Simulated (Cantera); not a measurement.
Input: 1 mol SiC, 0.014 mol H2O, 160 mol N2, held at 1998.15 K.

Cantera equilibrium calculation (NASA polynomials, part measured and part estimated; ideal gas, pure solids and liquids). Candidate condensed phases: C, C6H6, C7H8, C8H18, H2O, Si, SiC, SiO2, Si2N2O, Si3N4; 151 gas species. The tables' values for SiN are old estimates; treat these amounts as uncertain. The numbers say what is thermodynamically allowed, not how fast it happens.

**Question.** At 42.0 Pa, list the 4 most abundant gas species with their mole fractions, and the condensed phases.

**Answer.** N2 0.994, Si 0.00552, SiC2 0.000227, Si2C 0.000150. Condensed: C(graphite) + SiC(s).
